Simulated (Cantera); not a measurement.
Input (Python, Cantera) and output of one run.

```python
import numpy as np
import cantera as ct

gas_names = """
    Cr CrO CrO2 CrO3 H HO2 H2 H2O H2O2 O OH O2 O3
""".split()
cond_names = """
    Cr(cr) Cr(L) Cr2O3(s) Cr2O3(L) H2O(s) H2O(L)
""".split()


# ... load() reads the species with a 1 bar reference pressure and builds the phases ...
atoms = {
    'Cr': {'Cr': 1},
    'H2O': {'H': 2, 'O': 1},
    'H2': {'H': 2},
}
top_T = {}  # K; cautious upper limits of use, not melting points


# ... equilibrate(T, P, feed) seeds the gas with the atoms and calls Mixture.equilibrate('TP', solver="vcs", rtol=1e-11, max_steps=5000) ...
results = []
T = 2625  # K
P = 10000  # Pa
for m in [0.021, 0.032, 0.048, 0.071, 0.11, 0.16, 0.23, 0.35, 0.52, 0.77]:
    feed = {'Cr': 1, 'H2O': m, 'H2': 15}  # mol
    mix = equilibrate(T, P, feed)
    results.append((T, P, feed, dict(zip(mix.species_names, mix.species_moles))))
    x = sorted(zip(gas.X, gas.species_names), reverse=True)
    print(f"T = {T:g} K  P = {P:g} Pa  n(H2O) = {m:g} mol  gas = {mix.phase_moles(0):.4g} mol")
    print("   x: " + "  ".join(f"{s} {v:.3e}" for v, s in x if v > 1e-06))
    print("   condensed (mol): " + ("  ".join(f"{mix.phase(i).name} {mix.phase_moles(i):.4g}"
          for i in range(1, mix.n_phases) if mix.phase_moles(i) > 1e-12) or "none"))
```

Output:

```
T = 2625 K  P = 10000 Pa  n(H2O) = 0.021 mol  gas = 17.06 mol
   x: H2 8.188e-01  H 1.215e-01  Cr 5.854e-02  H2O 1.100e-03  CrO 8.899e-05  OH 3.875e-05  O 3.706e-06
   condensed (mol): none
T = 2625 K  P = 10000 Pa  n(H2O) = 0.032 mol  gas = 17.07 mol
   x: H2 8.182e-01  H 1.214e-01  Cr 5.845e-02  H2O 1.674e-03  CrO 1.354e-04  OH 5.902e-05  O 5.647e-06
   condensed (mol): none
T = 2625 K  P = 10000 Pa  n(H2O) = 0.048 mol  gas = 17.09 mol
   x: H2 8.175e-01  H 1.214e-01  Cr 5.832e-02  H2O 2.509e-03  CrO 2.027e-04  OH 8.849e-05  O 8.471e-06
   condensed (mol): none
T = 2625 K  P = 10000 Pa  n(H2O) = 0.071 mol  gas = 17.11 mol
   x: H2 8.164e-01  H 1.213e-01  Cr 5.815e-02  H2O 3.707e-03  CrO 2.988e-04  OH 1.308e-04  O 1.253e-05
   condensed (mol): none
T = 2625 K  P = 10000 Pa  n(H2O) = 0.11 mol  gas = 17.15 mol
   x: H2 8.146e-01  H 1.212e-01  Cr 5.784e-02  H2O 5.729e-03  CrO 4.605e-04  OH 2.024e-04  O 1.941e-05  CrO2 1.003e-06
   condensed (mol): none
T = 2625 K  P = 10000 Pa  n(H2O) = 0.16 mol  gas = 17.2 mol
   x: H2 8.122e-01  H 1.210e-01  Cr 5.746e-02  H2O 8.308e-03  CrO 6.653e-04  OH 2.939e-04  O 2.823e-05  CrO2 2.106e-06
   condensed (mol): none
T = 2625 K  P = 10000 Pa  n(H2O) = 0.23 mol  gas = 17.28 mol
   x: H2 8.090e-01  H 1.208e-01  Cr 5.693e-02  H2O 1.189e-02  CrO 9.473e-04  OH 4.216e-04  O 4.057e-05  CrO2 4.311e-06
   condensed (mol): none
T = 2625 K  P = 10000 Pa  n(H2O) = 0.35 mol  gas = 17.4 mol
   x: H2 8.035e-01  H 1.203e-01  Cr 5.603e-02  H2O 1.797e-02  CrO 1.418e-03  OH 6.392e-04  O 6.172e-05  CrO2 9.819e-06
   condensed (mol): none
T = 2625 K  P = 10000 Pa  n(H2O) = 0.52 mol  gas = 17.58 mol
   x: H2 7.959e-01  H 1.198e-01  Cr 5.479e-02  H2O 2.643e-02  CrO 2.060e-03  OH 9.447e-04  O 9.165e-05  CrO2 2.118e-05  O2 1.237e-06
   condensed (mol): none
T = 2625 K  P = 10000 Pa  n(H2O) = 0.77 mol  gas = 17.85 mol
   x: H2 7.849e-01  H 1.189e-01  Cr 5.304e-02  H2O 3.858e-02  CrO 2.951e-03  OH 1.388e-03  O 1.356e-04  CrO2 4.489e-05  O2 2.708e-06
   condensed (mol): none
```

Cantera equilibrium calculation (NASA polynomials, part measured and part estimated; ideal gas, pure solids and liquids).
